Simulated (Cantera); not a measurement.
A perfectly stirred reactor is fed with CH₄ : O₂ : N₂ = 0.0048 : 0.033 : 1 (molar parts), equivalence ratio 0.29, at 5.00 bar; it is held at 1550 K, and followed from long to short residence time.

Cantera simulation using GRI-Mech 3.0 (53 species, 325 reactions); the numbers are that mechanism's predictions, not measurements.

Problem. What does this change do: temperature 1550 to 925 K?

Solution. 
```tsv
quantity	before	after
x(CH₄) at τ = 5.90 s	2.34e-7	0.000625
x(O₂) at τ = 5.90 s	0.0225	0.0246
x(C₂H₄) at τ = 5.90 s	3.03e-11	5.82e-6
x(CH₂) at τ = 5.90 s	5.35e-11	<1e-12
x(CO₂) at τ = 5.90 s	0.00462	0.00245
x(CH₄) at τ = 39.0 ms	7.84e-6	0.00463
x(O₂) at τ = 39.0 ms	0.0226	0.0318
x(C₂H₄) at τ = 39.0 ms	6.44e-9	<1e-12
x(CH₂) at τ = 39.0 ms	6.10e-9	<1e-12
x(CO₂) at τ = 39.0 ms	0.00452	<1e-12
```
